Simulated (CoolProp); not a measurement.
The numbers come from the reference Helmholtz-energy equation of state, Lemmon 2006 in CoolProp. It is a short technical equation, of lower accuracy than the large ones.

Problem. For acetone, give the phase and the cv (kJ/(kg K)), speed of sound (m/s), Joule-Thomson coefficient (K/MPa), isothermal compressibility (1/MPa) at 254.75 °C and 164 bar.

Solution. 
- 254.75 °C and 164 bar: supercritical; cv 2.03, speed of sound 471, Joule-Thomson coefficient 0.472, isothermal compressibility 0.0124
